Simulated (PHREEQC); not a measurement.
Dissolve 0.0037 mol Cu(NO3)2, 4.4e-05 mol HCl and 6.7e-05 mol NaCl per kg of water at 25 °C. Closed to the air; pH follows from the charge balance.

The numbers come from PHREEQC with the ion-association model, phreeqc.dat.

Precipitation was switched off in this run.

### Question
What pH, specific conductance does the model give?

### Answer
pH 4.39; specific conductance 866 µS/cm.

Species that the database lacks are ignored.
